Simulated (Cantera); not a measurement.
Feed: 1 mol PbO, 0.45 mol H2, 6.3 mol N2, at 1200 K and 2.60 mbar.

These are equilibrium values from Cantera (NASA tables, ideal gas, pure condensed phases), not measurements of a reactor. Candidate condensed phases: H2O, Pb, PbO, PbO2, Pb3O4; 27 gas species. The numbers say what is thermodynamically allowed, not how fast it happens.

Question: What is the equilibrium state?

Answer: 
```json
{
 "x(N2)": "0.852",
 "x(Pb)": "0.0609",
 "x(H2O)": "0.0609",
 "x(PbO)": "0.0262",
 "x(O2)": "1.11e-5",
 "x(H2)": "4.56e-6",
 "x(NO)": "1.48e-6",
 "n(PbO(l))": "0.356 mol",
 "gas_amount": "7.394 mol",
 "log10 activity of Pb(l) (absent)": "-0.61",
 "log10 activity of PbO2(s) (absent)": "-6.40"
}
```
